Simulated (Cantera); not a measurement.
A perfectly stirred reactor is fed with 0.990 % H₂, 99.0 % O₂, at 24.0 Torr; it is held at 1250 K, and followed from long to short residence time.

Cantera simulation using GRI-Mech 3.0 (53 species, 325 reactions); the numbers are that mechanism's predictions, not measurements. Radical loss at walls, strong at low pressure, is not modelled.

One state of this run: x H₂ = 0.000277; x O₂ = 0.984; x H₂O₂ = 5.29e-8; x H₂O = 0.00906; x H = 0.000249. x: mole fraction; the columns are a selection and need not sum to one.

Problem. Which value of τ (s) does it belong to?
A. 0.36
B. 0.012
C. 2.0
D. 0.021

Solution. D, 0.021
